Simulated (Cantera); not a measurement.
**Al + Cl2 + H2 (aluminium and copper etching)**

Feed: 1 mol Al, 0.49 mol Cl2, 24 mol H2, at 100 Torr.

These are equilibrium values from Cantera (NASA tables, ideal gas, pure condensed phases), not measurements of a reactor. Candidate condensed phases: Al, AlCl3; 12 gas species. The tables' values for AlCl2 are old estimates; treat these amounts as uncertain. Equilibrium is a limit: real reactors are often held back by kinetics, nucleation or transport.

| T (°C) | log p H2 | log p AlCl | log p AlCl3 | log p AlCl2 | log p HCl | n Al(s) | n Al(l) |
|---|---|---|---|---|---|---|---|
| 650 | -0.88 | -3.76 | -2.77 | -4.49 | -5.85 | 0.650 | 0 |
| 700 | -0.88 | -3.39 | -2.79 | -4.21 | -5.55 | 0 | 0.620 |
| 750 | -0.88 | -3.06 | -2.85 | -3.98 | -5.30 | 0 | 0.562 |
| 800 | -0.88 | -2.79 | -2.95 | -3.81 | -5.08 | 0 | 0.465 |
| 850 | -0.89 | -2.57 | -3.13 | -3.71 | -4.92 | 0 | 0.331 |
| 900 | -0.89 | -2.42 | -3.44 | -3.72 | -4.81 | 0 | 0.192 |
| 950 | -0.89 | -2.34 | -3.90 | -3.85 | -4.77 | 0 | 0.0968 |
| 1000 | -0.89 | -2.31 | -4.44 | -4.04 | -4.78 | 0 | 0.0537 |
log p: log10 of the partial pressure in bar; n: condensed amount in mol.

At 650 °C the condensed part is Al(s). From 700 °C to 1000 °C the condensed part is Al(l). The main Al-bearing gas is AlCl3 at 650 °C and AlCl at 1000 °C. The share of Al in condensed phases is highest at 650 °C (65.0 %) and lowest at 1000 °C (5.4 %).
